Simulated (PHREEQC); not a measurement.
Dissolve 0.001 mol/kgw Na2SeO3 and 0.024 mol/kgw H2SO4 at 25 °C. Closed to the air; pH follows from the charge balance.

The numbers come from PHREEQC with the ion-association model, wateq4f.dat.

```json
[
 {"quantity": "pH", "before": "1.57", "after": "9.69"},
 {"quantity": "ionic strength (mol/kgw)", "before": "0.0430", "after": "0.00295"},
 {"quantity": "HSeO3- (mol/kgw)", "before": "7.38e-5", "after": "5.16e-5"}
]
```

**Question.** Name the change that produced these shifts.
(A) H2SO4 left out
(B) diluted 100-fold with water
(C) 0.00043 mol/kgw (CH3)4NCl added
(D) temperature from 25 to 10 °C
(E) Na2SeO3 from 0.001 to 0.0005 mol/kgw

**Answer.** A, H2SO4 left out

No solid was allowed to form.
